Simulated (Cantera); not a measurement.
A closed system holds: 1 mol SiCl4, 2.6 mol Cl2, 0.22 mol H2, held at 1123.15 K and 0.170 bar.

Equilibrium computed with Cantera from the NASA thermochemical tables; the gas is ideal and each condensed phase is pure. Candidate condensed phases: Si; 19 gas species. Kinetics and transport are ignored.

Base state: Cl2 0.620, SiCl4 0.261, HCl 0.115, Cl 0.00383 (mole fractions); condensed: gas only.

Task: What changes in the equilibrium state with this change: H2 from 0.22 to 17 mol?

Result: 
```csv
species,before,after
H2,<1e-9,0.696
HCl,0.115,0.255
SiCl4,0.261,0.0459
Cl2,0.620,<1e-9
SiHCl3,<1e-9,0.00215
Cl,0.00383,2.81e-8
SiCl2,<1e-9,5.33e-5
SiCl3,1.86e-8,0.000444
SiH2Cl2,<1e-9,1.23e-5
```
The tables' values for SiCl3 are old estimates; treat these amounts as uncertain.

Task: What changes in the equilibrium state with this change: temperature from 1123.15 K to 850 K?

Result: 
```
species   before    after
-------  -------  -------
Cl2        0.620    0.623
SiCl4      0.261    0.262
HCl        0.115    0.115
Cl       0.00383  5.34e-5
```
